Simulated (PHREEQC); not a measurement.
A solution holds 0.081 mol/kgw CuCl2, 0.00037 mol/kgw HNO3 and 0.0047 mol/kgw KCl, at 25 °C. Closed to the air; pH follows from the charge balance.

The numbers come from PHREEQC with the ion-association model, phreeqc.dat.

The ionic strength comes out as 0.228 mol/kgw. What activity coefficients do NO3-, K+, CuCl+, Cl-, H+ get?

NO3- 0.68, K+ 0.70, CuCl+ 0.71, Cl- 0.71, H+ 0.79.

This is a speciation only: nothing precipitates in the calculation.
